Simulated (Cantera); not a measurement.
Charge: 1 mol B2O3, 0.16 mol NH3, a varied amount of H2, 0.078 mol H2O, held at 1600 °C and 10.0 Pa.

Method: chemical equilibrium by Gibbs-energy minimisation in Cantera with the NASA 1993 tables (ideal gas, pure condensed phases). Candidate condensed phases: B, BN, B2O3, B3O3H3, H2O; 39 gas species. Rates play no part.

x: gas mole fraction; nothing condenses.

| n(H2) (mol) | x H2 | x B2O3 | x HBO2 | x H | x BO | x N2 | x HBO |
|---|---|---|---|---|---|---|---|
| 0.79 | 0.365 | 0.308 | 0.153 | 0.0390 | 0.0531 | 0.0349 | 0.0302 |
| 1.2 | 0.442 | 0.247 | 0.141 | 0.0429 | 0.0510 | 0.0293 | 0.0319 |
| 2 | 0.543 | 0.174 | 0.120 | 0.0475 | 0.0466 | 0.0224 | 0.0323 |
| 3.1 | 0.626 | 0.120 | 0.100 | 0.0511 | 0.0414 | 0.0170 | 0.0308 |
| 4.9 | ___ | ___ | ___ | 0.0541 | ___ | ___ | ___ |
| 7.6 | 0.765 | 0.0465 | 0.0609 | 0.0564 | 0.0292 | 0.00851 | 0.0240 |
| 12 | 0.814 | ___ | ___ | 0.0582 | ___ | ___ | ___ |
| 19 | 0.851 | 0.0138 | 0.0309 | 0.0595 | 0.0180 | 0.00377 | 0.0156 |
| 30 | 0.878 | 0.00689 | 0.0207 | 0.0605 | 0.0136 | 0.00245 | 0.0120 |
| 47 | 0.896 | 0.00329 | 0.0134 | 0.0611 | 0.0101 | 0.00159 | 0.00902 |
| 74 | 0.909 | 0.00147 | 0.00830 | 0.0616 | 0.00738 | 0.00102 | 0.00662 |
| 120 | 0.919 | 0.000583 | 0.00472 | 0.0619 | 0.00518 | 0.000637 | 0.00467 |
| 180 | 0.924 | 0.000255 | 0.00282 | 0.0621 | 0.00379 | 0.000426 | 0.00343 |

Complete the blanks.


- 12, x B2O3: 0.0262
- 12, x HBO2: 0.0443
- 12, x BO: 0.0233
- 12, x N2: 0.00573
- 12, x HBO: 0.0198
- 4.9, x H2: 0.704
- 4.9, x B2O3: 0.0764
- 4.9, x HBO2: 0.0795
- 4.9, x BO: 0.0353
- 4.9, x N2: 0.0121
- 4.9, x HBO: 0.0278
